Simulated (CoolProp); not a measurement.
A Linde-Hampson liquefier for normal hydrogen: isothermal reversible compression at 290 K from 1 atm to 10 MPa, throttling to 1 atm, return gas leaving the recuperator 0 K below the feed. Each further row changes one setting.

The numbers come from the reference Helmholtz-energy equation of state, Leachman 2009 in CoolProp.

```json
[
 {"case": "as stated", "compression work (kJ/kg of gas)": "5560"},
 {"case": "high pressure 20 MPa", "compression work (kJ/kg of gas)": "6470"},
 {"case": "warm-end temperature 320 K", "compression work (kJ/kg of gas)": "6130"},
 {"case": "warm-end gap 5 K", "compression work (kJ/kg of gas)": "5560"}
]
```
